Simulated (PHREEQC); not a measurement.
A column of 0.1 m (30 cells, dispersivity 0.0035 m, 3600 s a shift, diffusion coefficient 3e-10 m²/s) holds 0.0051 eq of the database's cation exchanger X per kg of pore water, first in equilibrium with 0.0024 mol/kgw MgSO4 and 1e-05 mol/kgw HCl. It is flushed with 0.00099 mol/kgw (NH4)2SO4 and 1e-05 mol/kgw HCl, at 15 °C. Values are for the last cell. The system is closed to CO2. Nothing may precipitate in this run.

The series has 31 steps of pore volumes, from 0 to 8.017.

Computed with PHREEQC (ion-association model, phreeqc.dat).

After how many pore volumes does NH4 at the outlet first reach half of its feed value?

By 1.9 pore volumes.
